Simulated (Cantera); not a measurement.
A perfectly stirred reactor is fed with 21.3 % NH₃, 78.7 % H₂, at 3500 Pa; it is held at 1675 K, and followed from long to short residence time.

Model: the gas-phase N/H chemistry of the illustrative SiF4/NH3 mechanism in the Surface Chemkin manual (1991), integrated in Cantera. Walls and surfaces, which speed up NH3 decomposition in real reactors, are not modelled.

Q: Predict: x(NH₃) at τ = 4.30 s; x(H₂) at τ = 4.30 s; x(N) at τ = 4.30 s; x(NH) at τ = 4.30 s; x(N₂H₂) at τ = 4.30 s; x(NH₃) at τ = 87.0 ms; x(H₂) at τ = 87.0 ms; x(N) at τ = 87.0 ms; x(NH) at τ = 87.0 ms; x(N₂H₂) at τ = 87.0 ms.

A: 
| Quantity | Result |
|---|---|
| x(NH₃) at τ = 4.30 s | 0.192 |
| x(H₂) at τ = 4.30 s | 0.799 |
| x(N) at τ = 4.30 s | 5.38e-8 |
| x(NH) at τ = 4.30 s | 9.00e-7 |
| x(N₂H₂) at τ = 4.30 s | 2.26e-7 |
| x(NH₃) at τ = 87.0 ms | 0.213 |
| x(H₂) at τ = 87.0 ms | 0.787 |
| x(N) at τ = 87.0 ms | 1.59e-8 |
| x(NH) at τ = 87.0 ms | 4.12e-7 |
| x(N₂H₂) at τ = 87.0 ms | 1.01e-7 |
